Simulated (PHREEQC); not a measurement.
Make-up at 25 °C: 0.026 mol H2SO4, 0.006 mol ZnSO4, 0.065 mol NiSO4 and 0.0095 mol CO2 per kg of water. Closed to the air; pH follows from the charge balance.

All values are PHREEQC results (ion-association model, wateq4f.dat), not measurements.

Question: The ionic strength comes out as 0.187 mol/kgw. What activity coefficients do SO4-2, Zn+2, HSO4-, Zn(SO4)2-2, Ni+2 get?

Answer: SO4-2 0.30, Zn+2 0.33, HSO4- 0.73, Zn(SO4)2-2 0.31, Ni+2 0.31.

Precipitation was switched off in this run.
